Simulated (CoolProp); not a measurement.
Saturated liquid density (kg/m³) of ethylbenzene: the reference equation beside estimates from Tc = 344.0 °C, pc = 36.22 bar, ω = 0.304. Rackett uses Z = 0.29056 − 0.08775 ω.

The numbers come from the reference Helmholtz-energy equation of state, Zhou 2012 in CoolProp.

| T (°C) | reference | Rackett | van der Waals | Redlich-Kwong | Soave-Redlich-Kwong | Peng-Robinson |
|---|---|---|---|---|---|---|
| 65.95 | 826.3 | 820.5 | 477.3 | 706.2 | 728.9 | 821.0 |
| 88.05 | 806.2 | 800.4 | 466.6 | 688.0 | 712.8 | 803.9 |
| 110.15 | 785.5 | 779.5 | 455.3 | 668.4 | 695.4 | 785.1 |
| 132.25 | 764.2 | 757.8 | 443.3 | 647.5 | 676.3 | 764.5 |
| 154.35 | 741.9 | 735.1 | 430.5 | 625.0 | 655.3 | 741.7 |
| 176.45 | 718.6 | 711.2 | 416.9 | 600.7 | 632.2 | 716.3 |
| 198.55 | 693.8 | 685.8 | 402.2 | 574.4 | 606.7 | 688.0 |
| 220.65 | 667.2 | 658.6 | 386.2 | 545.7 | 578.1 | 656.0 |
| 242.85 | 638.0 | 628.7 | 368.5 | 513.9 | 545.6 | 619.3 |

Absolute difference from the reference over all 9 rows, mean and median: Rackett 1.0 and 0.9 %, van der Waals 42.1 and 42.0 %, Redlich-Kwong 16.3 and 15.8 %, Soave-Redlich-Kwong 12.3 and 11.8 %, Peng-Robinson 0.8 and 0.3 %.
